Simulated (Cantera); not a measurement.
An adiabatic, constant-pressure homogeneous reactor starts with H2 : O2 : N2 = 1 : 0.98 : 3.69 (molar parts), equivalence ratio 0.51, at 1548 K and 1.09 atm. Integrator tolerance rtol = 1e-08.

Computed with Cantera and GRI-Mech 3.0 (53 species, 325 reactions).

**Question.** What does this change do: initial temperature 1548 to 1273 K?

**Answer.** 
```json
[
 {"quantity": "time of steepest temperature rise", "before": "11.2 µs", "after": "30.3 µs"},
 {"quantity": "temperature at 0.100 s", "before": "2576 K", "after": "2409 K"},
 {"quantity": "equilibrium temperature", "before": "2576 K", "after": "2409 K"},
 {"quantity": "x(H2) at 0.100 s", "before": "0.00507 (gas-phase equilibrium 0.00507)", "after": "0.00230 (gas-phase equilibrium 0.00230)"},
 {"quantity": "x(O2) at 0.100 s", "before": "0.0798 (gas-phase equilibrium 0.0798)", "after": "0.0838 (gas-phase equilibrium 0.0837)"},
 {"quantity": "x(H2O) at 0.100 s", "before": "0.176 (gas-phase equilibrium 0.176)", "after": "0.184 (gas-phase equilibrium 0.184)"},
 {"quantity": "x(HO2) at 0.100 s", "before": "1.14e-5 (gas-phase equilibrium 1.14e-5)", "after": "7.80e-6 (gas-phase equilibrium 7.79e-6)"},
 {"quantity": "x(O) at 0.100 s", "before": "0.00564 (gas-phase equilibrium 0.00564)", "after": "0.00253 (gas-phase equilibrium 0.00252)"}
]
```

**Question.** What does this change do: pressure from 1.09 atm to 3.45 atm?

**Answer.** 
```csv
quantity,before,after
time of steepest temperature rise,11.2 µs,3.55 µs
temperature at 0.100 s,2576 K,2616 K
equilibrium temperature,2576 K,2616 K
x(H2) at 0.100 s,0.00507 (gas-phase equilibrium 0.00507),0.00348 (gas-phase equilibrium 0.00348)
x(O2) at 0.100 s,0.0798 (gas-phase equilibrium 0.0798),0.0801 (gas-phase equilibrium 0.0801)
x(H2O) at 0.100 s,0.176 (gas-phase equilibrium 0.176),0.180 (gas-phase equilibrium 0.180)
x(HO2) at 0.100 s,1.14e-5 (gas-phase equilibrium 1.14e-5),1.70e-5 (gas-phase equilibrium 1.70e-5)
x(O) at 0.100 s,0.00564 (gas-phase equilibrium 0.00564),0.00381 (gas-phase equilibrium 0.00381)
```
The hydrogen kinetics of GRI-Mech 3.0 are dated; newer H2 mechanisms differ, most at raised pressure.
